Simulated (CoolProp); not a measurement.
CF4 (R14) along the isobar 0.898 MPa: Z from the reference equation and from simpler models built on Tc = -45.8 °C, pc = 3.762 MPa, ω = 0.178; each cubic takes its own stable root.

The numbers come from the reference Helmholtz-energy equation of state, Platzer 1990 in CoolProp. This equation is an older, rougher fit.

```json
[
 {"T (°C)": "-72.55", "phase": "gas", "reference": "0.8673", "Redlich-Kwong": "0.8717", "Soave-Redlich-Kwong": "…", "Peng-Robinson": "0.8567"},
 {"T (°C)": "-53.45", "phase": "gas", "reference": "…", "Redlich-Kwong": "…", "Soave-Redlich-Kwong": "0.9030", "Peng-Robinson": "0.8937"},
 {"T (°C)": "-34.25", "phase": "gas", "reference": "0.9275", "Redlich-Kwong": "0.9264", "Soave-Redlich-Kwong": "0.9278", "Peng-Robinson": "0.9193"},
 {"T (°C)": "-15.15", "phase": "gas", "reference": "0.9443", "Redlich-Kwong": "0.9423", "Soave-Redlich-Kwong": "0.9453", "Peng-Robinson": "…"},
 {"T (°C)": "3.95", "phase": "gas", "reference": "…", "Redlich-Kwong": "0.9540", "Soave-Redlich-Kwong": "0.9582", "Peng-Robinson": "0.9510"},
 {"T (°C)": "23.05", "phase": "gas", "reference": "0.9660", "Redlich-Kwong": "0.9629", "Soave-Redlich-Kwong": "0.9679", "Peng-Robinson": "0.9613"},
 {"T (°C)": "42.15", "phase": "gas", "reference": "0.9733", "Redlich-Kwong": "0.9699", "Soave-Redlich-Kwong": "0.9753", "Peng-Robinson": "0.9693"},
 {"T (°C)": "61.25", "phase": "gas", "reference": "0.9791", "Redlich-Kwong": "0.9753", "Soave-Redlich-Kwong": "0.9811", "Peng-Robinson": "0.9755"},
 {"T (°C)": "80.35", "phase": "gas", "reference": "0.9837", "Redlich-Kwong": "0.9797", "Soave-Redlich-Kwong": "0.9857", "Peng-Robinson": "0.9805"},
 {"T (°C)": "99.45", "phase": "gas", "reference": "0.9875", "Redlich-Kwong": "0.9832", "Soave-Redlich-Kwong": "0.9893", "Peng-Robinson": "0.9845"},
 {"T (°C)": "118.55", "phase": "gas", "reference": "0.9906", "Redlich-Kwong": "0.9861", "Soave-Redlich-Kwong": "0.9923", "Peng-Robinson": "0.9877"},
 {"T (°C)": "137.65", "phase": "gas", "reference": "0.9932", "Redlich-Kwong": "0.9885", "Soave-Redlich-Kwong": "0.9946", "Peng-Robinson": "0.9904"},
 {"T (°C)": "156.75", "phase": "gas", "reference": "0.9953", "Redlich-Kwong": "0.9904", "Soave-Redlich-Kwong": "0.9965", "Peng-Robinson": "0.9926"}
]
```

Q: Complete the blanks.

A: 
- -72.55, Soave-Redlich-Kwong: 0.8667
- -53.45, reference: 0.9035
- -53.45, Redlich-Kwong: 0.9041
- -15.15, Peng-Robinson: 0.9375
- 3.95, reference: 0.9566
